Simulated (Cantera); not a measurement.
A closed system holds: 1 mol CuO, 2.9 mol H2, 65 mol N2, held at 0.0750 Torr.

Cantera equilibrium calculation (NASA polynomials, part measured and part estimated; ideal gas, pure solids and liquids). Candidate condensed phases: Cu, CuO, Cu(OH)2, Cu2O, H2O; 27 gas species. Kinetics and transport are ignored.

log p: log10 of the partial pressure in bar; n: condensed amount in mol.

| T (K) | log p N2 | log p H2 | log p H2O | log p Cu | log p H | n Cu(s) |
|---|---|---|---|---|---|---|
| 673 | -4.02 | -5.55 | -5.83 | <-16 | <-16 | 1.00 |
| 748 | -4.02 | -5.55 | -5.83 | <-16 | -15.32 | 1.00 |
| 823 | -4.02 | -5.55 | -5.83 | ___ | ___ | 1.00 |
| 898 | -4.02 | -5.55 | -5.83 | ___ | ___ | 1.00 |
| 973 | -4.02 | -5.55 | -5.83 | -11.29 | -11.74 | 1.000 |
| 1048 | -4.02 | -5.55 | -5.83 | -10.01 | -10.89 | 1.000 |
| 1123 | -4.02 | -5.55 | -5.83 | -8.90 | -10.15 | 0.999 |
| 1198 | -4.02 | -5.55 | -5.83 | -7.93 | -9.50 | 0.992 |
| 1273 | -4.02 | -5.55 | -5.83 | -7.08 | -8.92 | 0.944 |
| 1348 | -4.02 | -5.56 | -5.83 | -6.33 | -8.41 | 0.680 |
| 1423 | -4.03 | -5.56 | -5.84 | -5.84 | -7.96 | 0 |
| 1498 | -4.03 | -5.56 | -5.84 | -5.84 | -7.55 | 0 |
| 1573 | -4.03 | -5.56 | -5.84 | -5.84 | -7.17 | 0 |

Task: What belongs in the gaps?

Result: 
- 823, log p Cu: -14.56
- 823, log p H: -13.91
- 898, log p Cu: -12.79
- 898, log p H: -12.74
